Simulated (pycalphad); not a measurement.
## Effect of B content in Ti-B

CALPHAD calculation (pycalphad, COST 507 light-alloy database (1999)), 1 atm. The data set is of 1999 and partly superseded. Amounts are mole fractions of atoms. Diffusion is slow at the low end, where real alloys seldom reach equilibrium.

```tsv
alloy	liquidus (°C)	first solid	solidus (°C)	phases at 702 °C
Ti-4.007B (wt.%)	1678	BM	1541	hcp 0.69, BM 0.31
Ti-6.454B (wt.%)	1804	BM	1541	hcp 0.53, BM 0.47
Ti-9.29B (wt.%)	2003	BM	1541	BM 0.62, hcp 0.38
```

Database names, with the compositions (at.%) that they take in these runs: BM: Ti 50 B 50.
